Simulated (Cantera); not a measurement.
# Reactions in the system Ba-H-O

Source: NASA polynomial tables (part measured, part estimated), evaluated in Cantera. Values are per mole of reaction as written; species without (g) are pure solids or liquids, kept so even where they would boil at 1 bar.

2 Ba + 2 H2O(g) + O2(g) ⇌ 2 Ba(OH)2

| T (K) | ΔH° (kJ) | ΔS° (J/K) | ΔG° (kJ) | log10 K |
|---|---|---|---|---|
| 1925 | -1267.5 | -318.9 | -653.6 | 17.73 |
| 1975 | -1264.4 | -317.4 | -637.7 | 16.86 |
| 2025 | -1261.4 | -315.8 | -621.8 | 16.04 |
| 2075 | -1258.4 | -314.4 | -606.1 | 15.26 |
| 2125 | -1255.4 | -313.0 | -590.4 | 14.51 |
| 2175 | -1252.5 | -311.6 | -574.8 | 13.80 |
| 2225 | -1249.6 | -310.3 | -559.2 | 13.13 |
| 2275 | -1246.8 | -309.0 | -543.7 | 12.48 |
| 2325 | -1244.0 | -307.8 | -528.3 | 11.87 |
